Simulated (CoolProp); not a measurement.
Values from CoolProp's reference Helmholtz-energy equation of state, Platzer 1990. This equation is an older, rougher fit; its heat capacities, sound speeds and derivatives of the liquid may be far off and weren't checked against measurements.

**Question.** Give the vapour pressure (MPa), vapour viscosity (µPa s), liquid conductivity (mW/(m K)) of saturated R13 at 287.5 K.

**Answer.** 
| T (K) | p (MPa) | vapour viscosity (µPa s) | liquid conductivity (mW/(m K)) |
|---|---|---|---|
| 287.5 | 2.79 | 17.2 | 44.9 |

Viscosity comes from a separate model (Huber 2003), an estimate that may be off by 10 % or more. Thermal conductivity comes from a separate model (Huber 2003), an estimate that may be off by 10 % or more.
